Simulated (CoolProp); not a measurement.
Values from CoolProp's reference Helmholtz-energy equation of state, McLinden 2020.

For R1336mzz(Z), give the phase and the density (kg/m³), cp (kJ/(kg K)), cv (kJ/(kg K)), Joule-Thomson coefficient (K/MPa) at 500 K and 5440 kPa.


- 500 K and 5440 kPa: supercritical; density 438, cp 1.89, cv 1.16, Joule-Thomson coefficient 7.40
